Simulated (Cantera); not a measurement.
What does this Cantera script print?

```python
import numpy as np
import cantera as ct

gas_names = """
    F FO FO2 F2 F2O H HF HOF HO2 H2 H2F2 H2O H2O2 H3F3 H4F4 H5F5 H6F6 H7F7 O OH O2 O3 Si SiF SiF2 SiF3
    SiF4 SiH SiHF3 SiH2 SiH2F2 SiH3 SiH3F SiH4 SiO SiO2 Si2 Si3
""".split()
cond_names = """
    H2O(s) H2O(L) Si(cr) Si(L) SiO2(Lqz) SiO2(hqz) SiO2(L)
""".split()


# ... load() reads the species with a 1 bar reference pressure and builds the phases ...
atoms = {
    'SiF4': {'Si': 1, 'F': 4},
    'H2O': {'H': 2, 'O': 1},
}
top_T = {}  # K; cautious upper limits of use, not melting points


# ... equilibrate(T, P, feed) seeds the gas with the atoms and calls Mixture.equilibrate('TP', solver="vcs", rtol=1e-11, max_steps=5000) ...
results = []
T = 1825  # K
P = 1000  # Pa
for m in [2, 4.4, 6.7, 9.1, 11, 14, 16, 18]:
    feed = {'SiF4': 1, 'H2O': m}  # mol
    mix = equilibrate(T, P, feed)
    results.append((T, P, feed, dict(zip(mix.species_names, mix.species_moles))))

top = {s: max(r[3][s] / sum(r[3][g] for g in gas_names) for r in results) for s in gas_names}
cols = sorted((s for s in top if top[s] > 1e-05), key=lambda s: -top[s])[:6]
seen = [c for c in cond_names if any(r[3].get(c, 0) > 1e-12 for r in results)]
print("log10 of partial pressures in bar; condensed amounts in mol")
print(f"{'n(H2O)':>10s}" + "".join(f"{s[:9]:>10s}" for s in cols + seen))
for T, P, feed, n in results:
    ng = sum(n[g] for g in gas_names)
    print(f"{feed['H2O']:10.4g}" + "".join(f"{np.log10(max(n[s] / ng * P / 1e5, 1e-99)):10.3f}" for s in cols)
          + "".join(f"{n.get(c, 0):10.4g}" for c in seen))
```

It prints:

```
log10 of partial pressures in bar; condensed amounts in mol
    n(H2O)        HF       H2O      SiF4        H2        O2        OH   SiO2(L)
         2    -2.038    -3.267    -3.556    -4.845    -5.182    -5.356    0.8912
       4.4    -2.206    -2.434    -5.892    -4.281    -4.644    -4.805    0.9991
       6.7    -2.339    -2.276    -6.743    -4.175    -4.539    -4.700    0.9998
       9.1    -2.445    -2.202    -7.314    -4.126    -4.490    -4.651    0.9999
        11    -2.514    -2.168    -7.658    -4.103    -4.467    -4.628    0.9999
        14    -2.604    -2.133    -8.089    -4.080    -4.444    -4.605    0.9999
        16    -2.656    -2.117    -8.325    -4.069    -4.434    -4.594    0.9999
        18    -2.701    -2.105    -8.533    -4.061    -4.426    -4.586    0.9999
```

These are equilibrium values from Cantera (NASA tables, ideal gas, pure condensed phases), not measurements of a reactor. The tables' values for SiF3 are old estimates; treat these amounts as uncertain. The tables hold silica as quartz up to 1696 K and as liquid above; real silica turns to tridymite and cristobalite and melts near 1996 K.
